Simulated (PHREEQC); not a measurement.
Solution (32 °C): 0.25 mol NaHSO4 and 4.4e-05 mol Na2B4O7 per kg of water. Closed to the air; pH follows from the charge balance.

All values are PHREEQC results (ion-association model, phreeqc.dat), not measurements.

Each row changes one thing in this solution. This is a speciation only: nothing precipitates in the calculation.

```tsv
case	pH	ionic strength (mol/kgw)	Na+ (mol/kgw)
as made	1.17	0.387	0.231
NaHSO4 left out	9.01	8.80e-5	8.80e-5
temperature from 32 to 40 °C	1.20	0.377	0.232
temperature from 32 to 35 °C	1.18	0.384	0.231
Na2B4O7 left out	1.17	0.387	0.231
NaHSO4 from 0.25 to 0.125 mol/kgw	1.40	0.211	0.118
diluted 10-fold with water	1.91	0.0523	0.0242
NaHSO4 from 0.25 to 0.025 mol/kgw	1.91	0.0524	0.0243
```

Species that the database lacks are ignored. Away from 25 °C the constants follow the database's enthalpies or fits; those with neither stay at their 25 °C values.
